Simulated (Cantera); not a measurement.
Cantera run, input and output.

```python
import numpy as np
import cantera as ct

gas = ct.Solution("gri30.yaml")
gas.TPX = 575, 1000000, {'C2H6': 1, 'O2': 3.5, 'N2': 14.7, 'CO2': 0.59}
flame = ct.FreeFlame(gas, width=0.008)
flame.set_refine_criteria(ratio=3, slope=0.08, curve=0.16)
flame.transport_model = "mixture-averaged"
flame.solve(loglevel=0, auto=True)
z, T = flame.grid, flame.T
thick = (T[-1] - T[0]) / np.gradient(T, z).max()
show = ['C2H6', 'O2', 'CO2', 'HCO', 'CH2CO', 'CH3']
print(f"laminar burning velocity  {flame.velocity[0] * 100:.3f} cm/s")
print(f"burnt temperature         {T[-1]:.1f} K")
print(f"thermal thickness         {thick * 1e3:.4f} mm")
print(f"grid points               {len(z)}")
z0 = z[flame.heat_release_rate.argmax()]
print(f"{'z/mm':>9s}{'T/K':>9s}{'u/(m/s)':>9s}" + "".join(f"{s:>11s}" for s in show))
rows = []
for k in (-3, -2, -1.5, -1, -0.5, -0.25, 0, 0.25, 0.5, 1, 2, 4, 8):
    zz = z0 + k * thick
    rows.append([k * thick, np.interp(zz, z, T), np.interp(zz, z, flame.velocity),
                 *(np.interp(zz, z, flame.X[gas.species_index(s)]) for s in show)])
    print(f"{rows[-1][0] * 1e3:9.3f}{rows[-1][1]:9.1f}{rows[-1][2]:9.3f}" + "".join(f"{x:11.3e}" for x in rows[-1][3:]))
```

Result:

```
laminar burning velocity  48.661 cm/s
burnt temperature         2313.3 K
thermal thickness         0.0625 mm
grid points               141
     z/mm      T/K  u/(m/s)       C2H6         O2        CO2        HCO      CH2CO        CH3
   -0.187    575.5    0.488  5.048e-02  1.766e-01  2.979e-02  1.814e-18  4.839e-08  8.403e-13
   -0.125    580.9    0.493  5.034e-02  1.759e-01  2.977e-02  5.482e-16  1.056e-06  1.380e-11
   -0.094    595.5    0.506  5.003e-02  1.742e-01  2.980e-02  9.976e-15  5.127e-06  9.999e-11
   -0.062    672.4    0.576  4.810e-02  1.664e-01  3.040e-02  1.556e-12  4.269e-05  5.346e-09
   -0.031   1039.1    0.907  3.374e-02  1.293e-01  3.658e-02  2.654e-08  4.168e-04  1.008e-05
   -0.016   1424.1    1.263  1.365e-02  8.881e-02  4.674e-02  4.569e-06  1.033e-03  4.397e-04
    0.000   1813.5    1.624  5.401e-04  4.603e-02  6.372e-02  2.089e-05  8.940e-04  7.122e-04
    0.016   1996.2    1.780  4.285e-07  2.469e-02  8.145e-02  3.864e-06  8.387e-05  5.763e-05
    0.031   2075.6    1.841  1.854e-10  1.736e-02  9.284e-02  2.939e-07  3.096e-06  2.449e-06
    0.062   2158.9    1.904  3.065e-15  1.214e-02  1.028e-01  5.915e-08  6.012e-09  6.730e-09
    0.125   2227.5    1.957  8.147e-21  8.430e-03  1.095e-01  2.126e-08  4.699e-13  1.598e-12
    0.250   2272.9    1.991  4.246e-26  5.899e-03  1.141e-01  8.069e-09  5.849e-16  1.411e-14
    0.500   2299.0    2.010 -3.611e-27  4.369e-03  1.169e-01  3.799e-09  8.608e-18  6.444e-16
```

Detailed kinetics in Cantera: GRI-Mech 3.0 (53 species, 325 reactions). Burning velocities carry a grid error of a few per cent, more on coarse grids.
